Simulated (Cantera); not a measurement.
A closed system holds: 1 mol Fe, 0.74 mol SO2, 300 mol N2, held at 677 °C and 28.0 bar.

These are equilibrium values from Cantera (NASA tables, ideal gas, pure condensed phases), not measurements of a reactor. Candidate condensed phases: Fe, FeO, FeS, FeSO4, FeS2, Fe2O3, Fe2(SO4)3, Fe3O4, S; 19 gas species. FeS: taken at fixed stoichiometry. Equilibrium is a limit: real reactors are often held back by kinetics, nucleation or transport.

Base state: N2 0.999, SO2 0.00110, S2 4.20e-5 (mole fractions); condensed: FeS(s) + Fe3O4(s).

Question: What changes in the equilibrium state with this change: temperature from 677 °C to 377 °C?

Answer: 
| species | before | after |
|---|---|---|
| N2 | 0.999 | 0.999 |
| SO2 | 0.00110 | 0.000761 |
| S2 | 4.20e-5 | 9.08e-8 |
| FeS(s), mol | 0.384 | 0 |
| Fe3O4(s), mol | 0.205 | 0.186 |
| FeS2(s), mol | 0 | 0.256 |
| Fe2O3(s), mol | 0 | 0.0925 |
